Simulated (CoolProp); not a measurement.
R125 along the isotherm 500 K: fugacity coefficient from the reference equation and from simpler models built on Tc = 339.2 K, pc = 3.618 MPa, ω = 0.305; each cubic takes its own stable root.

Values from CoolProp's reference Helmholtz-energy equation of state, Lemmon 2005.

```
p (MPa)          phase  reference
-------  -------------  ---------
0.493              gas     0.9891
0.987              gas     0.9784
1.48               gas     0.9679
1.97               gas     0.9577
2.47               gas     0.9476
2.96               gas     0.9379
3.45               gas     0.9285
3.95     supercritical     0.9190
4.44     supercritical     0.9100
4.93     supercritical     0.9012
5.43     supercritical     0.8925
```

Task: How far does each simpler model (Redlich-Kwong, Soave-Redlich-Kwong) lie from the reference over these 11 states: mean and median of the absolute difference, and the worst?

Result: 
- Redlich-Kwong: mean 1.9 %, median 1.9 %, worst -3.6 % at 500 K and 5.43 MPa
- Soave-Redlich-Kwong: mean 1.2 %, median 1.2 %, worst +2.3 % at 500 K and 5.43 MPa
